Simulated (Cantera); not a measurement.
A perfectly stirred reactor is fed with N₂O : O₂ = 1 : 0.1 (molar parts), at 0.148 atm; it is held at 1575 K, and followed from long to short residence time.

Cantera simulation using GRI-Mech 3.0 (53 species, 325 reactions); the numbers are that mechanism's predictions, not measurements. GRI-Mech 3.0 was tuned for natural gas; its chemistry of N2O as a main component is partial and can be far from experiment. The temperature is held fixed by assumption; the heat of reaction is taken as removed at once.

```tsv
quantity	before	after
x(N₂O) at τ = 23.0 s	0.00214	0.118
x(O₂) at τ = 23.0 s	0.338	0.309
x(NO) at τ = 23.0 s	0.0722	0.0591
x(N₂) at τ = 23.0 s	0.587	0.514
x(NO₂) at τ = 23.0 s	0.000111	0.000102
x(N₂O) at τ = 0.230 s	0.124	0.845
x(O₂) at τ = 0.230 s	0.264	0.108
x(NO) at τ = 0.230 s	0.145	0.00555
x(N₂) at τ = 0.230 s	0.467	0.0414
x(NO₂) at τ = 0.230 s	0.000151	7.41e-6
```

Which change was made?
A. temperature 1575 to 1250 K
B. pressure from 0.148 atm to 0.0217 atm
C. pressure from 0.148 atm to 1.68 atm
D. temperature 1575 to 1073 K

A, temperature 1575 to 1250 K
